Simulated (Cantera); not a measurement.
Equilibrium for boron, boron nitride and boron oxide: B₂O₃ + NH₃ + H₂O

Charge: 1 mol B₂O₃, 0.39 mol NH₃, 8.6 mol H₂O, held at 0.000310 bar.

These are equilibrium values from Cantera (NASA tables, ideal gas, pure condensed phases), not measurements of a reactor. Candidate condensed phases: B, BN, B₂O₃, B₃O₃H₃, H₂O; 39 gas species. Gases not in the tables: H₃BO₃. Rates play no part.

| T (K) | log p H₂O | log p HBO₂ | log p H₂ | log p H | log p OH | log p O₂ | log p N₂ | log p O | n B₂O₃(l) |
|---|---|---|---|---|---|---|---|---|---|
| 1173 | -3.56 | -5.03 | -4.72 | -9.29 | -10.29 | -13.97 | -5.20 | -14.84 | 0.854 |
| 1323 | -3.64 | -4.23 | -4.76 | -8.18 | -8.90 | -11.55 | -5.23 | -12.35 | 0 |
| 1473 | -3.64 | -4.23 | -4.76 | -7.28 | -7.75 | -9.54 | -5.23 | -10.32 | 0 |
| 1623 | -3.64 | -4.24 | -4.76 | -6.54 | -6.80 | -7.89 | -5.24 | -8.67 | 0 |
| 1773 | -3.65 | -4.24 | -4.75 | -5.92 | -6.03 | -6.56 | -5.24 | -7.31 | 0 |
| 1923 | -3.67 | -4.26 | -4.65 | -5.35 | -5.43 | -5.64 | -5.25 | -6.26 | 0 |
| 2073 | -3.74 | -4.31 | -4.48 | -4.82 | -5.02 | -5.13 | -5.28 | -5.50 | 0 |
log p: log10 of the partial pressure in bar; n: condensed amount in mol.

At 1173 K the condensed part is B₂O₃(l). From 1323 K to 2073 K nothing is condensed.
